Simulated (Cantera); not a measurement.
A closed system holds: 1 mol TiO2, 0.013 mol Cl2, 0.029 mol O2, equilibrated at 1223 K and 0.450 bar.

Cantera equilibrium calculation (NASA polynomials, part measured and part estimated; ideal gas, pure solids and liquids). Candidate condensed phases: Ti, TiCl2, TiCl3, TiCl4, TiO, TiO2, Ti2O3, Ti3O5, Ti4O7; 15 gas species. Kinetics and transport are ignored.

Base state: O2 0.689, Cl2 0.306, Cl 0.00493, ClO 0.000103 (mole fractions); condensed: TiO2(rutile).

Q: What changes in the equilibrium state with this change: 0.89 mol HCl added?

A: 
| species | before | after |
|---|---|---|
| HCl | 0 | 0.873 |
| Cl2 | 0.306 | 0.0660 |
| H2O | 0 | 0.0529 |
| O2 | 0.689 | 0.00547 |
| TiCl4 | 3.58e-6 | 2.09e-5 |
| HOCl | 0 | 1.02e-5 |
| ClO | 0.000103 | 4.28e-6 |
| TiO2(rutile), mol | 1.00 | 1.000 |
Gases not in the tables: TiO(OH)2. Further candidate phases: H2O.
